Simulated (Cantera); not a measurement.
A Cantera script and its output.

```python
import numpy as np
import cantera as ct

gas = ct.Solution("gri30.yaml")
gas.TPX = 1925, 1900000, {'CH4': 1, 'CO2': 3.8, 'H2': 0.6}
reactor = ct.IdealGasConstPressureReactor(gas, energy="off", clone=False)
net = ct.ReactorNet([reactor])
net.rtol, net.atol = 1e-08, 1e-18
show = ['CH4', 'CO2', 'H2', 'HO2', 'H']
times = np.geomspace(4e-05, 2, 10)

steps = ct.SolutionArray(gas, extra=["t"])
rows = []
print(f"{'t/s':>10s}{'T/K':>9s}{'P/Pa':>11s}" + "".join(f"{s:>11s}" for s in show))
for t in times:
    while net.time < t:
        t_next = net.step()
        steps.append(gas.state, t=t_next)
    rows.append([np.interp(t, steps.t, y) for y in (steps.T, steps.P, *steps(*show).X.T)])
    print(f"{t:10.3e}{rows[-1][0]:9.1f}{rows[-1][1]:11.4g}" + "".join(f"{x:11.3e}" for x in rows[-1][2:]))
rate = np.gradient(steps.T, steps.t)
print("integrator steps:", len(steps.t))
if steps.T.max() > steps.T[0] + 200:
    print(f"time of steepest temperature rise: {steps.t[rate.argmax()]:.4e} s")
gas.TPX = 1925, 1900000, {'CH4': 1, 'CO2': 3.8, 'H2': 0.6}
gas.equilibrate("TP")
print(f"equilibrium (TP): T = {gas.T:.1f} K  " + "  ".join(f"{s} {gas[s].X[0]:.3e}" for s in show))
```

Result:

```
       t/s      T/K       P/Pa        CH4        CO2         H2        HO2          H
 4.000e-05   1925.0    1.9e+06  1.419e-01  6.486e-01  1.230e-01  1.798e-11  6.068e-05
 1.331e-04   1925.0    1.9e+06  8.756e-02  5.397e-01  1.201e-01  2.238e-11  6.355e-05
 4.429e-04   1925.0    1.9e+06  2.970e-02  3.689e-01  7.662e-02  2.971e-11  5.659e-05
 1.474e-03   1925.0    1.9e+06  1.074e-02  2.682e-01  8.053e-02  2.569e-11  6.557e-05
 4.903e-03   1925.0    1.9e+06  6.702e-03  2.043e-01  1.135e-01  1.261e-11  7.526e-05
 1.632e-02   1925.0    1.9e+06  1.386e-03  1.711e-01  1.375e-01  8.462e-12  8.090e-05
 5.429e-02   1925.0    1.9e+06  7.409e-07  1.676e-01  1.406e-01  8.343e-12  8.283e-05
 1.806e-01   1925.0    1.9e+06  1.776e-07  1.676e-01  1.406e-01  8.344e-12  8.284e-05
 6.011e-01   1925.0    1.9e+06  1.776e-07  1.676e-01  1.406e-01  8.344e-12  8.284e-05
 2.000e+00   1925.0    1.9e+06  1.776e-07  1.676e-01  1.406e-01  8.344e-12  8.284e-05
integrator steps: 1887
equilibrium (TP): T = 1925.0 K  CH4 1.879e-07  CO2 1.676e-01  H2 1.406e-01  HO2 8.344e-12  H 8.284e-05
```

Cantera simulation using GRI-Mech 3.0 (53 species, 325 reactions); the numbers are that mechanism's predictions, not measurements. The pressure lies above the range GRI-Mech 3.0 was tuned for (to about 10 atm).
